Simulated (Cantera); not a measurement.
What does this Cantera script print?

```python
import numpy as np
import cantera as ct

gas_names = [...]  # 110 gases of nasa_gas.yaml made of C, H, O
cond_names = """
    C(gr) C6H6(L) C7H8(L) C8H18(L),n-octa H2O(s) H2O(L)
""".split()


# ... load() reads the species with a 1 bar reference pressure and builds the phases ...
atoms = {
    'C2H4': {'C': 2, 'H': 4},
    'H2O': {'H': 2, 'O': 1},
    'H2': {'H': 2},
}
top_T = {'C(gr)': 4500}  # K; cautious upper limits of use, not melting points


# ... equilibrate(T, P, feed) seeds the gas with the atoms and calls Mixture.equilibrate('TP', solver="vcs", rtol=1e-11, max_steps=5000) ...
results = []
T = 2848.15  # K
P = 13332.2  # Pa
for m in [0.043, 0.067, 0.11, 0.16, 0.26, 0.4, 0.63, 0.98, 1.5, 2.4]:
    feed = {'C2H4': 1, 'H2O': m, 'H2': 2.9}  # mol
    mix = equilibrate(T, P, feed)
    results.append((T, P, feed, dict(zip(mix.species_names, mix.species_moles))))

top = {s: max(r[3][s] / sum(r[3][g] for g in gas_names) for r in results) for s in gas_names}
cols = sorted((s for s in top if top[s] > 1e-06), key=lambda s: -top[s])[:6]
seen = [c for c in cond_names if any(r[3].get(c, 0) > 1e-12 for r in results)]
print("log10 of partial pressures in bar; condensed amounts in mol")
print(f"{'n(H2O)':>10s}" + "".join(f"{s[:9]:>10s}" for s in cols + seen))
for T, P, feed, n in results:
    ng = sum(n[g] for g in gas_names)
    print(f"{feed['H2O']:10.4g}" + "".join(f"{np.log10(max(n[s] / ng * P / 1e5, 1e-99)):10.3f}" for s in cols)
          + "".join(f"{n.get(c, 0):10.4g}" for c in seen))
```

Output:

```
log10 of partial pressures in bar; condensed amounts in mol
    n(H2O)        H2         H        CO       H2O C2H2,acet        OH     C(gr)
     0.043    -1.009    -1.519    -2.992    -8.941    -2.417    -9.984       1.6
     0.067    -1.011    -1.520    -2.804    -8.755    -2.419    -9.796     1.574
      0.11    -1.015    -1.522    -2.595    -8.550    -2.423    -9.590     1.528
      0.16    -1.019    -1.524    -2.441    -8.399    -2.427    -9.437     1.475
      0.26    -1.027    -1.528    -2.246    -8.212    -2.435    -9.246     1.368
       0.4    -1.037    -1.533    -2.080    -8.057    -2.445    -9.086     1.218
      0.63    -1.052    -1.541    -1.915    -7.908    -2.460    -8.929    0.9713
      0.98    -1.073    -1.551    -1.769    -7.781    -2.481    -8.793    0.5966
       1.5    -1.097    -1.564    -1.644    -7.681    -2.506    -8.680   0.03969
       2.4    -1.119    -1.574    -1.593    -2.358   -13.115    -3.346         0
```

Method: chemical equilibrium by Gibbs-energy minimisation in Cantera with the NASA 1993 tables (ideal gas, pure condensed phases).
